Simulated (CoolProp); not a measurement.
Vapour-liquid equilibrium of R134a (1) + methanol (2) at 282 K; x and y are mole fractions of (1).

Values from CoolProp's multi-fluid Helmholtz-energy mixture model, Tillner-Roth 1994 and de Reuck 1993; pair parameters Bell 2016.

| x | bubble pressure, mixture model (kPa) | bubble pressure, Raoult's law (kPa) | y, mixture model | y, Raoult's law |
|---|---|---|---|---|
| 0.05 | 81.39 | 26.55 | 0.916 | 0.751 |
| 0.15 | 169.5 | 65.75 | 0.960 | 0.910 |
| 0.25 | 214.0 | 104.9 | 0.969 | 0.950 |
| 0.35 | 239.4 | 144.1 | 0.973 | 0.969 |
| 0.45 | 257.7 | 183.3 | 0.976 | 0.979 |
| 0.55 | 274.9 | 222.5 | 0.979 | 0.986 |
| 0.65 | 294.0 | 261.7 | 0.982 | 0.991 |
| 0.75 | 316.8 | 300.9 | 0.985 | 0.994 |
| 0.85 | 344.8 | 340.1 | 0.990 | 0.997 |
| 0.95 | 379.0 | 379.3 | 0.996 | 0.999 |

The largest gap from Raoult's law is +206.6 % in bubble pressure, at x = 0.05. No azeotrope shows between x = 0.05 and 0.95.

Pair parameters are fitted to limited data, so mixtures are less certain than the pure fluids. With so large a gap from Raoult's law the liquid may split in two, which this calculation doesn't test in full.
